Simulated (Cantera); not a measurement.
A closed system holds: 1 mol C₂H₅OH, 0.029 mol H₂O, a varied amount of CO₂, held at 1400 K and 13300 Pa.

These are equilibrium values from Cantera (NASA tables, ideal gas, pure condensed phases), not measurements of a reactor. Candidate condensed phases: C, C₆H₆, C₇H₈, C₈H₁₈, H₂O; 110 gas species. Rates play no part.

Which condensed phases are stable at each of these points (n(CO₂) (mol)): 0.055, 0.081, 0.12, 0.18, 0.26, 0.39, 0.57, 0.85, 1.3, 1.9?


```tsv
n(CO₂) (mol)	condensed phases	C condensed (%)
0.055	C(graphite)	44.5
0.081	C(graphite)	42.7
0.12	C(graphite)	40.1
0.18	C(graphite)	36.3
0.26	C(graphite)	31.4
0.39	C(graphite)	24.3
0.57	C(graphite)	15.6
0.85	C(graphite)	4.2
1.3	gas only	0.0
1.9	gas only	0.0
```

From 0.055 mol CO₂ to 0.85 mol CO₂ the condensed part is C(graphite). From 1.3 mol CO₂ to 1.9 mol CO₂ nothing is condensed.
